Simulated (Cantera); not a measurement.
## Silicon etching in halogen gases: Si + Cl₂ + N₂

A closed system holds: 1 mol Si, 0.77 mol Cl₂, 59 mol N₂, held at 10000 Pa.

Cantera equilibrium calculation (NASA polynomials, part measured and part estimated; ideal gas, pure solids and liquids). Candidate condensed phases: Si, Si₃N₄; 13 gas species. N₂ is the only nitrogen source here; it is nearly inert below about 1500 K, so the nitride shown seldom forms there in practice. The tables' values for SiCl₃ are old estimates; treat these amounts as uncertain. The numbers say what is thermodynamically allowed, not how fast it happens.

| T (K) | x N₂ | x SiCl₂ | x SiCl₄ | x SiCl₃ | x Cl | x SiCl | x Cl₂ | x Si | n Si₃N₄(s) |
|---|---|---|---|---|---|---|---|---|---|
| 1273 | 0.993 | 0.000149 | 0.00617 | 0.000374 | 1.08e-6 | 4.13e-11 | 1.24e-9 | <1e-12 | 0.202 |
| 1323 | 0.993 | 0.000391 | 0.00584 | 0.000646 | 2.41e-6 | 2.82e-10 | 2.52e-9 | <1e-12 | 0.198 |
| 1373 | 0.993 | 0.000932 | 0.00528 | 0.00103 | 5.00e-6 | 1.65e-9 | 4.73e-9 | 3.82e-12 | 0.191 |
| 1423 | 0.992 | 0.00200 | 0.00440 | 0.00149 | 9.66e-6 | 8.30e-9 | 8.14e-9 | 3.21e-11 | 0.178 |
| 1473 | 0.991 | 0.00377 | 0.00320 | 0.00188 | 1.72e-5 | 3.61e-8 | 1.25e-8 | 2.33e-10 | 0.159 |
| 1523 | 0.990 | 0.00612 | 0.00193 | 0.00199 | 2.80e-5 | 1.35e-7 | 1.69e-8 | 1.49e-9 | 0.135 |
| 1573 | 0.989 | 0.00848 | 0.000929 | 0.00173 | 4.14e-5 | 4.33e-7 | 1.97e-8 | 8.39e-9 | 0.113 |
x: gas mole fraction; n: condensed amount in mol.

From 1273 K to 1573 K the condensed part is Si₃N₄(s). The main Si-bearing gas is SiCl₄ at 1273 K and SiCl₂ at 1573 K. The share of Si in condensed phases is highest at 1273 K (60.5 %) and lowest at 1573 K (33.8 %).
